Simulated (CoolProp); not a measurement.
Saturation properties of benzene.

Model: reference Helmholtz-energy equation of state, Thol 2012, in CoolProp.

```tsv
T (K)	p (MPa)	liquid cp (kJ/(kg K))	surface tension (mN/m)
368.7	0.1594	1.959	19.2
382.4	0.2298	2.008	17.5
396.2	0.3226	2.060	15.8
410	0.4413	2.114	14.2
423.7	0.5889	2.171	12.6
437.5	0.7720	2.233	11.1
451.3	0.9942	2.300	9.56
465.1	1.260	2.376	8.10
478.8	[?]	2.464	6.69
492.6	1.942	2.573	5.33
506.4	2.372	2.719	[?]
520.2	2.870	[?]	2.81
533.9	3.440	3.333	[?]
```

Task: What belongs in the gaps?

Result: 
- 478.8, p (MPa): 1.573
- 506.4, surface tension (mN/m): 4.03
- 520.2, liquid cp (kJ/(kg K)): 2.938
- 533.9, surface tension (mN/m): 1.69

It boils at 353.2 K under 1 atm.

Surface tension comes from a separate correlation (Mulero 2012).
